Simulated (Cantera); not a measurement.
A closed system holds: 1 mol CO, 0.055 mol O₂, 10 mol N₂, equilibrated at 2300 K and 10.0 Torr.

Cantera equilibrium calculation (NASA polynomials, part measured and part estimated; ideal gas, pure solids and liquids). Candidate condensed phases: C; 24 gas species. Rates play no part.

Base state: N₂ 0.908, CO 0.0820, CO₂ 0.00888, O 0.000470, NO 0.000401, O₂ 0.000119 (mole fractions); condensed: gas only.

**Question.** What changes in the equilibrium state with this change: O₂ from 0.055 to 0.32 mol?

**Answer.** 
| species | before | after |
|---|---|---|
| N₂ | 0.908 | 0.898 |
| CO | 0.0820 | 0.0507 |
| CO₂ | 0.00888 | 0.0392 |
| O₂ | 0.000119 | 0.00607 |
| O | 0.000470 | 0.00335 |

**Question.** What changes in the equilibrium state with this change: 0.024 mol NH₃ added?

**Answer.** 
| species | before | after |
|---|---|---|
| N₂ | 0.908 | 0.904 |
| CO | 0.0820 | 0.0822 |
| CO₂ | 0.00888 | 0.00809 |
| H | 0 | 0.00280 |
| H₂ | 0 | 0.00111 |
| H₂O | 0 | 0.000614 |
| OH | 0 | 0.000249 |
Further candidate phases: C₆H₆, C₇H₈, C₈H₁₈, H₂O.
